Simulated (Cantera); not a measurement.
Input (Python, Cantera):

```python
import numpy as np
import cantera as ct

gas = ct.Solution("gri30.yaml")
gas.TPX = 1375, 13332, {'N2O': 1, 'O2': 0.94}
reactor = ct.IdealGasConstPressureReactor(gas, energy="off", clone=False)
net = ct.ReactorNet([reactor])
net.rtol, net.atol = 1e-08, 1e-18
show = ['N2O', 'O2', 'NO', 'NO2', 'N2', 'O']
times = np.geomspace(0.0001, 200, 15)

steps = ct.SolutionArray(gas, extra=["t"])
rows = []
print(f"{'t/s':>10s}{'T/K':>9s}{'P/Pa':>11s}" + "".join(f"{s:>11s}" for s in show))
for t in times:
    while net.time < t:
        t_next = net.step()
        steps.append(gas.state, t=t_next)
    rows.append([np.interp(t, steps.t, y) for y in (steps.T, steps.P, *steps(*show).X.T)])
    print(f"{t:10.3e}{rows[-1][0]:9.1f}{rows[-1][1]:11.4g}" + "".join(f"{x:11.3e}" for x in rows[-1][2:]))
rate = np.gradient(steps.T, steps.t)
print("integrator steps:", len(steps.t))
if steps.T.max() > steps.T[0] + 200:
    print(f"time of steepest temperature rise: {steps.t[rate.argmax()]:.4e} s")
gas.TPX = 1375, 13332, {'N2O': 1, 'O2': 0.94}
gas.equilibrate("TP")
print(f"equilibrium (TP): T = {gas.T:.1f} K  " + "  ".join(f"{s} {gas[s].X[0]:.3e}" for s in show))
```

Result:

```
       t/s      T/K       P/Pa        N2O         O2         NO        NO2         N2          O
 1.000e-04   1375.0  1.333e+04  5.154e-01  4.845e-01  7.868e-06  3.112e-11  5.516e-05  1.648e-05
 2.819e-04   1375.0  1.333e+04  5.152e-01  4.846e-01  3.228e-05  4.902e-10  1.778e-04  1.906e-05
 7.946e-04   1375.0  1.333e+04  5.147e-01  4.846e-01  1.037e-04  4.938e-09  5.290e-04  1.913e-05
 2.240e-03   1375.0  1.333e+04  5.134e-01  4.848e-01  3.047e-04  4.080e-08  1.517e-03  1.913e-05
 6.314e-03   1375.0  1.333e+04  5.095e-01  4.853e-01  8.674e-04  2.944e-07  4.286e-03  1.913e-05
 1.780e-02   1375.0  1.333e+04  4.989e-01  4.867e-01  2.425e-03  1.722e-06  1.196e-02  1.912e-05
 5.017e-02   1375.0  1.333e+04  4.704e-01  4.905e-01  6.604e-03  7.179e-06  3.255e-02  1.907e-05
 1.414e-01   1375.0  1.333e+04  3.999e-01  4.997e-01  1.689e-02  2.155e-05  8.341e-02  1.892e-05
 3.986e-01   1375.0  1.333e+04  2.594e-01  5.183e-01  3.725e-02  5.062e-05  1.850e-01  1.841e-05
 1.124e+00   1375.0  1.333e+04  8.697e-02  5.416e-01  6.131e-02  8.827e-05  3.100e-01  1.603e-05
 3.168e+00   1375.0  1.333e+04  8.026e-03  5.534e-01  7.010e-02  1.419e-04  3.684e-01  5.946e-06
 8.929e+00   1375.0  1.333e+04  7.204e-05  5.549e-01  7.010e-02  3.292e-04  3.746e-01  1.351e-06
 2.517e+01   1375.0  1.333e+04  1.333e-06  5.549e-01  7.005e-02  3.364e-04  3.747e-01  1.309e-06
 7.095e+01   1375.0  1.333e+04  1.329e-06  5.550e-01  6.995e-02  3.359e-04  3.748e-01  1.309e-06
 2.000e+02   1375.0  1.333e+04  1.317e-06  5.551e-01  6.964e-02  3.345e-04  3.749e-01  1.309e-06
integrator steps: 1161
equilibrium (TP): T = 1375.0 K  N2O 1.287e-08  O2 5.898e-01  NO 7.627e-04  NO2 3.778e-06  N2 4.095e-01  O 1.347e-06
```

Detailed kinetics in Cantera: GRI-Mech 3.0 (53 species, 325 reactions). GRI-Mech 3.0 was tuned for natural gas; its chemistry of N2O as a main component is partial and can be far from experiment. The mechanism lacks the step 2 NO + O2 → 2 NO2, which can matter for NO2 below about 1400 K. The temperature is held fixed by assumption; the heat of reaction is taken as removed at once.
